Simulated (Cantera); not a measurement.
# Cr2O3 + H2 + H2O (hydrogen reduction and annealing atmospheres)

Input: 1 mol Cr2O3, 640 mol H2, a varied amount of H2O, held at 1.28 Torr.

These are equilibrium values from Cantera (NASA tables, ideal gas, pure condensed phases), not measurements of a reactor. Candidate condensed phases: Cr, Cr2O3, H2O; 13 gas species. Mutual solubility and eutectic melting of coexisting phases are not modelled. Equilibrium is a limit: real reactors are often held back by kinetics, nucleation or transport.

Stable condensed phases:

```
T in K \ n(H2O) in mol
         0.046 0.099  0.21  0.46  0.99   2.1   4.6   9.9
   1900      A     A     A     A     A     A     A     A
   1800      A     A     A     A     A     A     A     A
   1700      A     A     A     A     A     A     B     B
   1600      B     B     B     B     B     B     B     B
   1500      C     C     C     C     B     B     B     B
   1400      C     C     C     B     B     B     B     B
   1300      C     C     B     B     B     B     B     B
   1200      C     B     B     B     B     B     B     B
   1100      B     B     B     B     B     B     B     B
   1000      B     B     B     B     B     B     B     B
    900      B     B     B     B     B     B     B     B
    800      B     B     B     B     B     B     B     B
```

A: gas only; B: Cr2O3; C: Cr + Cr2O3.
